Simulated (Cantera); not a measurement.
A closed system holds: 1 mol Cu₂O, 41 mol H₂, 84 mol N₂, at 1998 K and 1.33 mbar.

Cantera equilibrium calculation (NASA polynomials, part measured and part estimated; ideal gas, pure solids and liquids). Candidate condensed phases: Cu, CuO, Cu(OH)₂, Cu₂O, H₂O; 27 gas species. Equilibrium is a limit: real reactors are often held back by kinetics, nucleation or transport.

Base state: N₂ 0.653, H₂ 0.299, H 0.0240, Cu 0.0156, H₂O 0.00771, OH 6.16e-5 (mole fractions); condensed: gas only.

**Question.** What changes in the equilibrium state with this change: pressure from 1.33 mbar to 0.100 bar?

**Answer.** 
```json
[
 {"species": "N₂", "before": "0.653", "after": "0.660"},
 {"species": "H₂", "before": "0.299", "after": "0.313"},
 {"species": "Cu", "before": "0.0156", "after": "0.0157"},
 {"species": "H", "before": "0.0240", "after": "0.00284"},
 {"species": "Cu₂", "before": "3.13e-7", "after": "2.39e-5"},
 {"species": "OH", "before": "6.16e-5", "after": "7.09e-6"},
 {"species": "H₂O", "before": "0.00771", "after": "0.00786"}
]
```
